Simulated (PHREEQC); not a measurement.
# Acid mine or pickling water: speciation

Model water analysis in mg/L, 25 °C, pH 3.46, pe 10: Na 178; K 534; Ca 965; Mg 63.8; Cl 431; S(6) as SO4 3860; Al 193; Ni 7.39; O(0) (dissolved oxygen) 0.527; Sr 1.95.

Valence states are taken as typed.

The numbers come from PHREEQC with the ion-association model, wateq4f.dat.

```json
{
 "ionic_strength": "0.100 mol/kgw",
 "total_alkalinity": "-0.776 meq/kg",
 "charge_balance_error": "4.0 %"
}
```

```json
[
 {"species": "SO4-2", "molality": "0.0212", "activity": "0.00791", "log γ": "-0.429"},
 {"species": "Ca+2", "molality": "0.0151", "activity": "0.00590", "log γ": "-0.409"},
 {"species": "K+", "molality": "0.0130", "activity": "0.00996", "log γ": "-0.117"},
 {"species": "Cl-", "molality": "0.0122", "activity": "0.00934", "log γ": "-0.117"},
 {"species": "CaSO4", "molality": "0.00909", "activity": "0.00931", "log γ": "0.010"},
 {"species": "Na+", "molality": "0.00750", "activity": "0.00587", "log γ": "-0.107"},
 {"species": "AlSO4+", "molality": "0.00504", "activity": "0.00391", "log γ": "-0.110"},
 {"species": "Mg+2", "molality": "0.00152", "activity": "0.000618", "log γ": "-0.391"},
 {"species": "Al(SO4)2-", "molality": "0.00126", "activity": "0.000979", "log γ": "-0.110"},
 {"species": "MgSO4", "molality": "0.00112", "activity": "0.00115", "log γ": "0.010"},
 {"species": "Al+3", "molality": "0.000882", "activity": "0.000157", "log γ": "-0.751"},
 {"species": "KSO4-", "molality": "0.000702", "activity": "0.000553", "log γ": "-0.103"},
 {"species": "H+", "molality": "0.000420", "activity": "0.000347", "log γ": "-0.083"},
 {"species": "HSO4-", "molality": "0.000343", "activity": "0.000267", "log γ": "-0.110"}
]
```

Precipitation was switched off in this run. The solution is supersaturated, for example in Gypsum, so a real one may precipitate; this is no full list. Species that the database lacks are ignored.
